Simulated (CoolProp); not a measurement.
Vapour-liquid equilibrium of cyclohexane (1) + p-xylene (2) at 471.8 K; x and y are mole fractions of (1).

The numbers come from the multi-fluid Helmholtz-energy mixture model, Zhou 2014 and Zhou 2012; pair parameters Bell 2016 in CoolProp.

Task: Give the bubble pressure and the first vapour's composition at x = 0.125, 0.35, 0.8. Is there an azeotrope?

Result: x = 0.125: 0.5332 MPa, y = 0.310; x = 0.35: 0.7492 MPa, y = 0.603; x = 0.8: 1.141 MPa, y = 0.899. No azeotrope shows between x = 0.05 and 0.95.

Pair parameters are fitted to limited data, so mixtures are less certain than the pure fluids.
